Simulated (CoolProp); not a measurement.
Values from CoolProp's reference Helmholtz-energy equation of state, Outcalt 1996. It is a modified Benedict-Webb-Rubin equation, recast in Helmholtz form.

For R152A, give the phase and the density (kg/m³), conductivity (mW/(m K)) at -38.55 °C and 21.5 MPa; 142.45 °C and 5.54 MPa; -82.95 °C and 6.59 MPa.


- -38.55 °C and 21.5 MPa: liquid; density 1070, conductivity 142
- 142.45 °C and 5.54 MPa: supercritical; density 194, conductivity 41.2
- -82.95 °C and 6.59 MPa: liquid; density 1130, conductivity 161

Thermal conductivity comes from a separate model (Krauss 1996).
